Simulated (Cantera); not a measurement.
What does this Cantera script print?

```python
import numpy as np
import cantera as ct

gas = ct.Solution("gri30.yaml")
gas.TPX = 1125, 58000, {'H2': 1.6, 'O2': 1, 'N2': 6}
reactor = ct.IdealGasConstPressureReactor(gas, energy="off", clone=False)
net = ct.ReactorNet([reactor])
net.rtol, net.atol = 1e-08, 1e-18
show = ['H2', 'O2', 'HO2', 'O', 'H2O', 'H2O2']
times = np.geomspace(6e-05, 1, 10)

steps = ct.SolutionArray(gas, extra=["t"])
rows = []
print(f"{'t/s':>10s}{'T/K':>9s}{'P/Pa':>11s}" + "".join(f"{s:>11s}" for s in show))
for t in times:
    while net.time < t:
        t_next = net.step()
        steps.append(gas.state, t=t_next)
    rows.append([np.interp(t, steps.t, y) for y in (steps.T, steps.P, *steps(*show).X.T)])
    print(f"{t:10.3e}{rows[-1][0]:9.1f}{rows[-1][1]:11.4g}" + "".join(f"{x:11.3e}" for x in rows[-1][2:]))
rate = np.gradient(steps.T, steps.t)
print("integrator steps:", len(steps.t))
if steps.T.max() > steps.T[0] + 200:
    print(f"time of steepest temperature rise: {steps.t[rate.argmax()]:.4e} s")
gas.TPX = 1125, 58000, {'H2': 1.6, 'O2': 1, 'N2': 6}
gas.equilibrate("TP")
print(f"equilibrium (TP): T = {gas.T:.1f} K  " + "  ".join(f"{s} {gas[s].X[0]:.3e}" for s in show))
```

Result:

```
       t/s      T/K       P/Pa         H2         O2        HO2          O        H2O       H2O2
 6.000e-05   1125.0    5.8e+04  1.860e-01  1.163e-01  1.831e-07  1.331e-07  1.211e-06  6.090e-10
 1.767e-04   1125.0    5.8e+04  6.945e-02  6.511e-02  3.891e-05  5.814e-03  9.947e-02  3.317e-06
 5.204e-04   1125.0    5.8e+04  3.161e-03  2.701e-02  2.015e-05  3.195e-04  2.008e-01  4.225e-06
 1.533e-03   1125.0    5.8e+04  5.207e-04  2.584e-02  9.941e-06  2.854e-05  2.045e-01  1.682e-06
 4.514e-03   1125.0    5.8e+04  9.244e-05  2.567e-02  2.883e-06  3.591e-06  2.050e-01  4.468e-07
 1.329e-02   1125.0    5.8e+04  1.126e-05  2.564e-02  4.490e-07  5.556e-07  2.051e-01  1.099e-07
 3.915e-02   1125.0    5.8e+04  8.578e-07  2.564e-02  5.464e-08  1.169e-07  2.051e-01  2.962e-08
 1.153e-01   1125.0    5.8e+04  1.049e-07  2.564e-02  1.140e-08  3.184e-08  2.051e-01  8.771e-09
 3.396e-01   1125.0    5.8e+04  2.853e-08  2.564e-02  3.661e-09  1.006e-08  2.051e-01  2.878e-09
 1.000e+00   1125.0    5.8e+04  9.896e-09  2.564e-02  1.713e-09  3.482e-09  2.051e-01  1.018e-09
integrator steps: 1625
equilibrium (TP): T = 1125.0 K  H2 4.083e-09  O2 2.562e-02  HO2 1.422e-09  O 9.764e-10  H2O 2.051e-01  H2O2 2.930e-10
```

Cantera simulation using GRI-Mech 3.0 (53 species, 325 reactions); the numbers are that mechanism's predictions, not measurements. The temperature is held fixed by assumption; the heat of reaction is taken as removed at once.
